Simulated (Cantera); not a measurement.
A Cantera script and what it prints.

```python
import numpy as np
import cantera as ct

gas_names = """
    Ca CaCL CaCL2 CaO Ca2 CL CLO CL2 N NO NO2 NO3 N2 N2O O O2 O3
""".split()
cond_names = """
    Ca(a) Ca(b) Ca(L) CaCL2(s) CaCL2(L) CaO(s) CaO(L)
""".split()


def load(file, names, dense=False):
    # The tables refer to 1 bar. Condensed volumes are neglected.
    table = {s.name: s for s in ct.Species.list_from_file(file)}
    out = []
    for n in names:
        d = dict(table[n].input_data)
        d["thermo"] = dict(d["thermo"], **{"reference-pressure": 1e5})
        if dense:
            d["equation-of-state"] = {"model": "constant-volume", "density": "1e6 g/cm^3"}
        out.append(ct.Species.from_dict(d))
    return out


gas = ct.Solution(thermo="ideal-gas", species=load("nasa_gas.yaml", gas_names))
cond = {s.name: ct.Solution(thermo="fixed-stoichiometry", species=[s], name=s.name)
        for s in load("nasa_condensed.yaml", cond_names, dense=True)}
atoms = {
    'CaCl2': {'Ca': 1, 'CL': 2},
    'O2': {'O': 2},
    'N2': {'N': 2},
}
top_T = {}  # K; cautious upper limits of use, not melting points


def equilibrate(T, P, feed):
    n = {}
    for name, mol in feed.items():
        for a, k in atoms[name].items():
            n[a] = n.get(a, 0.0) + k * mol
    gas.TPX = T, P, n
    mass = sum(n.values()) * gas.mean_molecular_weight
    gas.equilibrate("TP")
    valid = [c for c in cond.values() if c.min_temp <= T <= top_T.get(c.name, c.max_temp)]
    mix = ct.Mixture([(gas, mass / gas.mean_molecular_weight)] + [(c, 0.0) for c in valid])
    mix.T, mix.P = T, P
    mix.equilibrate("TP", solver="vcs", rtol=1e-11, max_steps=5000)
    return mix


results = []
T = 1625  # K
P = 0.43  # Pa
for m in [0.93, 2, 3.1, 4.1, 5.2, 6.3, 7.4, 8.4, 9.5, 11, 12, 13]:
    feed = {'CaCl2': 1, 'O2': 0.68, 'N2': m}  # mol
    mix = equilibrate(T, P, feed)
    results.append((T, P, feed, dict(zip(mix.species_names, mix.species_moles))))

top = {s: max(r[3][s] / sum(r[3][g] for g in gas_names) for r in results) for s in gas_names}
cols = sorted((s for s in top if top[s] > 1e-05), key=lambda s: -top[s])[:7]
seen = [c for c in cond_names if any(r[3].get(c, 0) > 1e-12 for r in results)]
print("log10 of partial pressures in bar; condensed amounts in mol")
print(f"{'n(N2)':>10s}" + "".join(f"{s[:9]:>10s}" for s in cols + seen))
for T, P, feed, n in results:
    ng = sum(n[g] for g in gas_names)
    print(f"{feed['N2']:10.4g}" + "".join(f"{np.log10(max(n[s] / ng * P / 1e5, 1e-99)):10.3f}" for s in cols)
          + "".join(f"{n.get(c, 0):10.4g}" for c in seen))
```

It prints:

```
log10 of partial pressures in bar; condensed amounts in mol
     n(N2)        N2     CaCL2        CL        O2         O        NO      CaCL    CaO(s)
      0.93    -5.841    -5.969    -6.020    -6.094    -7.758    -8.244    -9.640    0.3075
         2    -5.652    -6.124    -6.136    -6.247    -7.834    -8.226    -9.679    0.3272
       3.1    -5.571    -6.244    -6.226    -6.365    -7.893    -8.245    -9.710    0.3429
       4.1    -5.530    -6.333    -6.291    -6.451    -7.936    -8.267    -9.732    0.3546
       5.2    -5.500    -6.414    -6.352    -6.531    -7.976    -8.292    -9.753    0.3656
       6.3    -5.480    -6.484    -6.404    -6.599    -8.010    -8.316    -9.771    0.3751
       7.4    -5.465    -6.545    -6.449    -6.659    -8.040    -8.339    -9.786    0.3835
       8.4    -5.455    -6.594    -6.486    -6.707    -8.064    -8.358    -9.799    0.3904
       9.5    -5.446    -6.643    -6.523    -6.756    -8.089    -8.377    -9.812    0.3973
        11    -5.436    -6.703    -6.567    -6.814    -8.118    -8.402    -9.827    0.4057
        12    -5.431    -6.740    -6.594    -6.850    -8.136    -8.417    -9.836    0.4109
        13    -5.426    -6.773    -6.620    -6.883    -8.152    -8.431    -9.845    0.4157
```

Equilibrium computed with Cantera from the NASA thermochemical tables; the gas is ideal and each condensed phase is pure. Condensed phases not in the tables: oxide chlorides.
